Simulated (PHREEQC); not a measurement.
A solution holds 0.012 mol/kgw Cu(BF4)2 and 0.0018 mol/kgw HCl, at 25 °C. Closed to the air; pH follows from the charge balance.

All values are PHREEQC results (ion-association model, phreeqc.dat), not measurements.

Q: The ionic strength comes out as 0.0382 mol/kgw. What activity coefficients do CuCl+, BF3OH-, CuF+, Cu+2, F- get?

A: CuCl+ 0.83, BF3OH- 0.84, CuF+ 0.84, Cu+2 0.52, F- 0.83.

Precipitation was switched off in this run. Real BF4- forms and hydrolyses slowly; the run takes it at equilibrium.
